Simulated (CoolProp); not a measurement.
Saturation properties of methanol.

Computed with CoolProp (reference Helmholtz-energy equation of state, de Reuck 1993).

```json
[
 {"T (K)": "329", "p (kPa)": "71.42", "vapour density (kg/m³)": "0.8760", "liquid cp (kJ/(kg K))": "2.754", "surface tension (mN/m)": "___", "liquid viscosity (µPa s)": "361", "liquid conductivity (mW/(m K))": "194"},
 {"T (K)": "335.8", "p (kPa)": "94.23", "vapour density (kg/m³)": "1.139", "liquid cp (kJ/(kg K))": "2.810", "surface tension (mN/m)": "19.0", "liquid viscosity (µPa s)": "333", "liquid conductivity (mW/(m K))": "193"},
 {"T (K)": "342.6", "p (kPa)": "122.8", "vapour density (kg/m³)": "1.466", "liquid cp (kJ/(kg K))": "2.869", "surface tension (mN/m)": "18.4", "liquid viscosity (µPa s)": "308", "liquid conductivity (mW/(m K))": "192"},
 {"T (K)": "349.3", "p (kPa)": "___", "vapour density (kg/m³)": "1.860", "liquid cp (kJ/(kg K))": "2.930", "surface tension (mN/m)": "17.8", "liquid viscosity (µPa s)": "286", "liquid conductivity (mW/(m K))": "190"},
 {"T (K)": "356.1", "p (kPa)": "201.0", "vapour density (kg/m³)": "2.345", "liquid cp (kJ/(kg K))": "___", "surface tension (mN/m)": "17.2", "liquid viscosity (µPa s)": "266", "liquid conductivity (mW/(m K))": "189"},
 {"T (K)": "362.8", "p (kPa)": "252.7", "vapour density (kg/m³)": "2.922", "liquid cp (kJ/(kg K))": "3.060", "surface tension (mN/m)": "16.6", "liquid viscosity (µPa s)": "248", "liquid conductivity (mW/(m K))": "188"},
 {"T (K)": "369.6", "p (kPa)": "316.0", "vapour density (kg/m³)": "3.623", "liquid cp (kJ/(kg K))": "3.131", "surface tension (mN/m)": "___", "liquid viscosity (µPa s)": "231", "liquid conductivity (mW/(m K))": "186"},
 {"T (K)": "376.4", "p (kPa)": "391.5", "vapour density (kg/m³)": "4.460", "liquid cp (kJ/(kg K))": "3.205", "surface tension (mN/m)": "15.3", "liquid viscosity (µPa s)": "216", "liquid conductivity (mW/(m K))": "185"},
 {"T (K)": "383.1", "p (kPa)": "479.5", "vapour density (kg/m³)": "5.436", "liquid cp (kJ/(kg K))": "3.281", "surface tension (mN/m)": "14.6", "liquid viscosity (µPa s)": "202", "liquid conductivity (mW/(m K))": "184"},
 {"T (K)": "389.9", "p (kPa)": "584.5", "vapour density (kg/m³)": "6.606", "liquid cp (kJ/(kg K))": "3.362", "surface tension (mN/m)": "14.0", "liquid viscosity (µPa s)": "189", "liquid conductivity (mW/(m K))": "182"}
]
```

Problem. What belongs in the gaps?

Solution. 
- 329, surface tension (mN/m): 19.6
- 349.3, p (kPa): 157.7
- 356.1, liquid cp (kJ/(kg K)): 2.994
- 369.6, surface tension (mN/m): 15.9

It boils at 337.6 K under 1 atm.

Viscosity comes from a separate model (Xiang 2006). Thermal conductivity comes from a separate model (Sykioti 2013). Surface tension comes from a separate correlation (Mulero 2012).
